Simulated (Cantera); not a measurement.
Equilibrium for oxide etching and cleaning by halides: CaO + HCl + N2

Input: 1 mol CaO, a varied amount of HCl, 4.2 mol N2, equilibrated at 1525 K and 1330 Pa.

Equilibrium computed with Cantera from the NASA thermochemical tables; the gas is ideal and each condensed phase is pure. Candidate condensed phases: Ca, CaCl2, CaO, Ca(OH)2, H2O, NH4Cl; 36 gas species. The numbers say what is thermodynamically allowed, not how fast it happens.

From 5.4 mol HCl to 70 mol HCl nothing is condensed. The main Ca-bearing gas is CaCl2 throughout.

```tsv
n(HCl) (mol)	log p HCl	log p N2	log p CaCl2	log p H2O	log p Cl	log p H2
5.4	-2.33	-2.23	-2.86	-2.86	-4.61	-4.89
7.2	-2.22	-2.31	-2.93	-2.93	-4.53	-4.82
9.5	-2.14	-2.39	-3.01	-3.01	-4.48	-4.77
13	-2.07	-2.49	-3.11	-3.11	-4.43	-4.72
17	-2.03	-2.58	-3.20	-3.20	-4.40	-4.70
22	-1.99	-2.67	-3.29	-3.29	-4.38	-4.67
30	-1.96	-2.79	-3.41	-3.41	-4.36	-4.65
40	-1.94	-2.90	-3.52	-3.52	-4.35	-4.64
53	-1.93	-3.01	-3.63	-3.63	-4.34	-4.63
70	-1.92	-3.12	-3.75	-3.75	-4.33	-4.62
```
log p: log10 of the partial pressure in bar; nothing condenses.
